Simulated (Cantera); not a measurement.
Feed: 1 mol SiH2Cl2, 6.6 mol N2, equilibrated at 875 K and 9.50 mbar.

These are equilibrium values from Cantera (NASA tables, ideal gas, pure condensed phases), not measurements of a reactor. Candidate condensed phases: NH4Cl, Si, Si3N4; 28 gas species. N2 is the only nitrogen source here; it is nearly inert below about 1500 K, so the nitride shown seldom forms there in practice. The numbers say what is thermodynamically allowed, not how fast it happens.

Base state: N2 0.772, HCl 0.151, H2 0.0519, SiCl4 0.0259, SiHCl3 1.95e-5 (mole fractions); condensed: Si3N4(s).

Task: What changes in the equilibrium state with this change: N2 from 6.6 to 28 mol?

Result: 
| species | before | after |
|---|---|---|
| N2 | 0.772 | 0.937 |
| HCl | 0.151 | 0.0472 |
| H2 | 0.0519 | 0.0106 |
| SiCl4 | 0.0259 | 0.00528 |
| SiHCl3 | 1.95e-5 | 2.59e-6 |
| Si3N4(s), mol | 0.265 | 0.282 |
